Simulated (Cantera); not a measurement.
A closed system holds: 1 mol SiHCl3, 0.89 mol N2, equilibrated at 10.0 mbar.

Equilibrium computed with Cantera from the NASA thermochemical tables; the gas is ideal and each condensed phase is pure. Candidate condensed phases: NH4Cl, Si, Si3N4; 28 gas species. N2 is the only nitrogen source here; it is nearly inert below about 1500 K, so the nitride shown seldom forms there in practice. Equilibrium is a limit: real reactors are often held back by kinetics, nucleation or transport.

Over these rows the condensed part is Si3N4(s). Partial pressures as log10 of bar:

```
T (K)  1000/T (1/K)  log p SiCl2  log p HCl  log p N2  log p SiCl4  log p H2
-----  ------------  -----------  ---------  --------  -----------  --------
875          1.1429        -9.24      -2.51     -2.52        -2.53     -3.04
950          1.0526        -7.91      -2.49     -2.52        -2.54     -3.08
1025         0.9756        -6.77      -2.47     -2.52        -2.55     -3.11
1100         0.9091        -5.80      -2.46     -2.53        -2.55     -3.14
1175         0.8511        -4.95      -2.45     -2.53        -2.56     -3.17
1250         0.8000            ?      -2.45     -2.53        -2.58     -3.19
```

Task: Fit log p(SiCl2) = a + b·(1000/T) to the five rows, give the apparent enthalpy, and predict the row at 1250 K.

Result: Means: 1000/T = 0.9863, log p = -6.934. Sxy = -0.783365, Sxx = 0.0532726, so b = -14.70 and a = -6.934 − (-14.70)×0.9863 = 7.56.
Apparent enthalpy: −19.145 × (-14.70) = 281 kJ/mol. With the condensed phases at unit activity, 1/6 Si3N4(s) + 1/2 SiCl4(g) = SiCl2(g) + 1/3 N2(g) links this pressure to the main gases: over the six rows their terms move log p by -0.02 in all, so the slope is close to that reaction's ΔH°. The five rows lie within 0.01 of the line.
Prediction at 1250 K: 7.56 + (-14.70)×0.8000 = -4.20. The computed value is -4.22, 0.02 from the line.
